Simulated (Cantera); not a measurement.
A jet of CH4 : O2 : N2 = 0.014 : 0.1 : 0.79 (molar parts) at 300 K and 0.0610 bar hits a platinum plate 2.3 cm away at a mass flux of 0.16 kg/m²/s; the plate temperature is set and raised in steps from an oxygen-covered start.

Cantera simulation using Deutschmann's 1995 Pt surface mechanism with GRI-Mech 3.0 gas chemistry; the numbers are that mechanism's predictions, not measurements. Catalytic surfaces can have several steady states; this one follows from the mechanism file's or the stated starting coverage.

One state of this run: wall x CH4 = 0.00873; wall x O2 = 0.0963; wall x H2O = 0.0125; wall x OH = 4.05e-7; wall x CO = 8.72e-6; wall x CO2 = 0.00823; θ free Pt = 0.433; θ O* = 0.567. x: mole fraction at the wall; θ: surface coverage.

Problem. Which value of plate T (K) does it belong to?
A) 1050
B) 950
C) 1150
D) 1000

Solution. A, 1050
